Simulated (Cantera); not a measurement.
A perfectly stirred reactor is fed with 15.3 % H2, 17.8 % O2, 66.9 % N2, at 1.18 atm; it is adiabatic with a 675 K inlet, and is followed from long to short residence time, starting on the burning branch (τ in s: 0.21, 0.097, 0.045, 0.02, 0.0094, 0.0043, 0.002, 0.00091, 0.00042, 0.00019, 8.7e-05, 4e-05, 1.8e-05).

Detailed kinetics in Cantera: the H2/O2 subset of GRI-Mech 3.0, which has no nitrogen chemistry.

Task: Predict: blow-out, bracketed by the residence times tried; x(H2) at τ = 0.210 s; x(O2) at τ = 0.210 s; x(OH) at τ = 0.210 s; x(H2O2) at τ = 0.210 s; x(HO2) at τ = 0.210 s; x(H2) at τ = 2.00 ms; x(O2) at τ = 2.00 ms; x(OH) at τ = 2.00 ms; x(H2O2) at τ = 2.00 ms; x(HO2) at τ = 2.00 ms.

Result: 
| Quantity | Value |
|---|---|
| blow-out, bracketed by the residence times tried | burning at 18.0 µs, the shortest tried |
| x(H2) at τ = 0.210 s | 7.87e-5 |
| x(O2) at τ = 0.210 s | 0.109 |
| x(OH) at τ = 0.210 s | 0.00117 |
| x(H2O2) at τ = 0.210 s | 8.24e-8 |
| x(HO2) at τ = 0.210 s | 1.38e-6 |
| x(H2) at τ = 2.00 ms | 0.00150 |
| x(O2) at τ = 2.00 ms | 0.108 |
| x(OH) at τ = 2.00 ms | 0.00462 |
| x(H2O2) at τ = 2.00 ms | 4.76e-7 |
| x(HO2) at τ = 2.00 ms | 1.37e-5 |
